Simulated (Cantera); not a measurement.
Charge: 1 mol CuO, 0.65 mol CO, 0.1 mol H₂, equilibrated at 1250 K and 650000 Pa.

Cantera equilibrium calculation (NASA polynomials, part measured and part estimated; ideal gas, pure solids and liquids). Candidate condensed phases: C, C₆H₆, C₇H₈, C₈H₁₈, Cu, CuO, Cu(OH)₂, Cu₂O, H₂O; 113 gas species. Mutual solubility and eutectic melting of coexisting phases are not modelled. The numbers say what is thermodynamically allowed, not how fast it happens.

Base state: CO₂ 0.867, H₂O 0.133, CO 8.24e-5 (mole fractions); condensed: Cu(s) + Cu₂O(s).

Problem. What changes in the equilibrium state with this change: H₂ from 0.1 to 0.58 mol?

Solution. 
| species | before | after |
|---|---|---|
| CO₂ | 0.867 | 0.413 |
| H₂O | 0.133 | 0.400 |
| CO | 8.24e-5 | 0.115 |
| H₂ | 8.10e-6 | 0.0715 |
| Cu(s), mol | 0.500 | 1.00 |
| Cu₂O(s), mol | 0.250 | 0 |

Problem. What changes in the equilibrium state with this change: H₂ from 0.1 to 0.16 mol?

Solution. 
```csv
species,before,after
CO₂,0.867,0.802
H₂O,0.133,0.198
CO,8.24e-5,7.63e-5
H₂,8.10e-6,1.20e-5
"Cu(s), mol",0.500,0.620
"Cu₂O(s), mol",0.250,0.190
```
